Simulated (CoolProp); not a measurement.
Decamethyltetrasiloxane (MD2M) at 524.78 K and 15.1 MPa is throttled through a valve to 5.26 MPa with no heat exchange. Each further row changes one setting.

The numbers come from the reference Helmholtz-energy equation of state, Thol 2017 in CoolProp.

```
case                      temperature change (K)  final density (kg/m³)
------------------------  ----------------------  ---------------------
as stated                                   +1.7                      ?
outlet pressure 1.58 MPa                       ?                      ?
outlet pressure 6.84 MPa                       ?                      ?
```

Some entries are withheld; supply them.


- as stated, final density (kg/m³): 630
- outlet pressure 1.58 MPa, temperature change (K): +1.5
- outlet pressure 1.58 MPa, final density (kg/m³): 599
- outlet pressure 6.84 MPa, temperature change (K): +1.6
- outlet pressure 6.84 MPa, final density (kg/m³): 640
